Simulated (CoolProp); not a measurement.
A simple Rankine cycle with R142b: condensing at 328.15 K, boiler at 3.21 MPa, turbine inlet 436.9 K, turbine efficiency 0.85, pump efficiency 0.6, no recuperator. Each further row changes one setting.

Computed with CoolProp (reference Helmholtz-energy equation of state, Lemmon 2006). It is a short technical equation, of lower accuracy than the large ones.

```tsv
case	thermal efficiency (%)	net work (kJ/kg)	heat in (kJ/kg)	turbine exit temperature (K)	volume ratio over the turbine
as stated	11.3	29.5	262	379.1	4.43
turbine inlet 456.9 K	11.3	32.6	288	401.1	4.29
condensing temperature 320.15 K	12.5	34.2	273	372.4	5.42
boiler pressure 2.25 MPa	9.0	24.8	276	396.9	2.94
turbine efficiency 0.75	9.8	25.6	262	382.9	4.50
```
